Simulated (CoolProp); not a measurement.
Values from CoolProp's reference Helmholtz-energy equation of state, Gao 2022.

Problem. For n-perfluorohexane, give the phase and the cp (kJ/(kg K)), Joule-Thomson coefficient (K/MPa) at 176.85 °C and 0.0138 MPa; 176.85 °C and 0.0473 MPa.

Solution. 
- 176.85 °C and 0.0138 MPa: gas; cp 1.01, Joule-Thomson coefficient 7.77
- 176.85 °C and 0.0473 MPa: gas; cp 1.01, Joule-Thomson coefficient 7.86
